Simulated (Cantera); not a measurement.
An isothermal, constant-pressure homogeneous reactor starts with 1.41 % CH₄, 94.1 % H₂, 0.583 % H, 3.95 % N₂, at 1775 K and 13300 Pa.

Detailed kinetics in Cantera: GRI-Mech 3.0 (53 species, 325 reactions). GRI-Mech 3.0 stops at C3 and has no aromatics, soot or wall deposition, so with more carbon than oxygen in the feed, carbon stays in small species such as C2H2 where larger ones or solid carbon would form.

One state of this run: x CH₄ = 0.0129; x H₂ = 0.944; x H = 0.00226; x C₂H₆ = 3.38e-6; x C₂H = 5.01e-9; x C₂H₄ = 4.42e-5; x C₂H₂ = 0.000267. x: mole fraction; the columns are a selection and need not sum to one.

Q: Which value of t (s) does it belong to?
A) 0.000100
B) 0.000774
C) 0.000278
D) 1.00

A: B, 0.000774
